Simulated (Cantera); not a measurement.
Pyrogenic steam for wet oxidation

An isothermal, constant-pressure homogeneous reactor starts with 18.4 % H2, 10.2 % O2, 71.4 % N2, at 1048 K and 0.133 bar.

Computed with Cantera and GRI-Mech 3.0 (53 species, 325 reactions). Radical loss at walls, strong at low pressure, is not modelled. The temperature is held fixed by assumption; the heat of reaction is taken as removed at once.

```csv
t (s),x H2,x O2,x NO,x H2O2,x H,x OH,x O
8.00e-6,0.184,0.102,<1e-12,<1e-12,5.03e-11,1.12e-12,1.80e-12
4.63e-5,0.184,0.102,<1e-12,<1e-12,3.66e-10,1.46e-11,3.54e-11
0.000267,0.184,0.102,<1e-12,1.04e-11,2.35e-8,1.06e-9,2.75e-9
0.00155,0.0281,0.0353,1.71e-6,4.44e-7,0.0561,0.00198,0.00573
0.00894,0.00236,0.0124,4.22e-6,6.69e-7,0.000958,0.000344,0.000204
0.0517,0.000101,0.0113,4.22e-6,3.08e-7,6.01e-6,5.45e-5,6.12e-6
0.299,3.20e-6,0.0112,4.18e-6,3.31e-8,4.28e-8,1.13e-5,2.33e-7
1.73,1.75e-7,0.0112,4.20e-6,3.58e-9,7.97e-10,3.25e-6,1.90e-8
10.0,2.08e-8,0.0112,4.22e-6,5.28e-10,3.75e-11,1.20e-6,2.58e-9
```
x: mole fraction; the columns are a selection and need not sum to one.

Equilibrium at this temperature and pressure: H2 1.80e-9, O2 0.0112, NO 1.20e-5, H2O2 3.96e-11, H <1e-12, OH 3.20e-7, O 1.85e-10 (gas phase only).
